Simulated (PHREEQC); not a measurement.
Solution (25 °C): 0.14 mol/kgw NaHSO4 and 0.00011 mol/kgw ZnSO4. Closed to the air; pH follows from the charge balance.

All values are PHREEQC results (ion-association model, phreeqc.dat), not measurements.

```tsv
quantity	before	after
pH	1.34	0.95
ionic strength (mol/kgw)	0.239	0.324
SO4-2 (mol/kgw)	0.0493	0.0477
NaSO4- (mol/kgw)	0.00893	0.00781
Zn+2 (mol/kgw)	5.08e-5	5.91e-5
```

**Question.** Name the change that produced these shifts.
A) ZnSO4 from 0.00011 to 1.1e-05 mol/kgw
B) 0.088 mol/kgw H2SO4 added
C) 0.008 mol/kgw Ca(NO3)2 added
D) temperature from 25 to 70 °C

**Answer.** B, 0.088 mol/kgw H2SO4 added

No solid was allowed to form.
